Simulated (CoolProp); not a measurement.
Properties of dimethyl carbonate along the isotherm 600 K (Tc = 557.0 K, pc = 4909 kPa, ω = 0.346).

The numbers come from the reference Helmholtz-energy equation of state, Zhou 2011 in CoolProp.

```csv
p (kPa),phase,cv (kJ/(kg K)),speed of sound (m/s)
736,gas,1.774,[?]
1470,gas,[?],[?]
2210,gas,1.790,213.3
2950,gas,1.800,202.6
3680,gas,1.813,191.4
4420,gas,1.828,179.5
5150,supercritical,1.846,[?]
5890,supercritical,1.868,[?]
6630,supercritical,1.891,[?]
7360,supercritical,1.908,149.5
```

Question: Fill in the missing entries.

Answer: 
- 736, speed of sound (m/s): 232.5
- 1470, cv (kJ/(kg K)): 1.781
- 1470, speed of sound (m/s): 223.2
- 5150, speed of sound (m/s): 167.9
- 5890, speed of sound (m/s): 157.4
- 6630, speed of sound (m/s): 150.4
